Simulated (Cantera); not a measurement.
Charge: 1 mol BF3, 13 mol H2O, at 1.00 bar.

Cantera equilibrium calculation (NASA polynomials, part measured and part estimated; ideal gas, pure solids and liquids). Candidate condensed phases: B, B2O3, B3O3H3, H2O; 43 gas species. Equilibrium is a limit: real reactors are often held back by kinetics, nucleation or transport. All values below are at 1748 K.

Base state: H2O 0.758, HF 0.173, HBO2 0.0408, BOF 0.0248, H2 0.00113, BF3 0.000626, O2 0.000484, OH 0.000301 (mole fractions); condensed: gas only.

Task: What changes in the equilibrium state with this change: BF3 replaced by B2H6?

Result: 
| species | before | after |
|---|---|---|
| H2O | 0.758 | 0.532 |
| H2 | 0.00113 | 0.353 |
| HBO2 | 0.0408 | 0.112 |
| HF | 0.173 | 0 |
| BOF | 0.0248 | 0 |
| BF3 | 0.000626 | 0 |
| O2 | 0.000484 | 2.43e-9 |
| HBO | 1.24e-7 | 0.000151 |
| OH | 0.000301 | 1.19e-5 |
| (HBO2)3 | 4.73e-5 | 0.000971 |
The feed counts by its element totals alone.
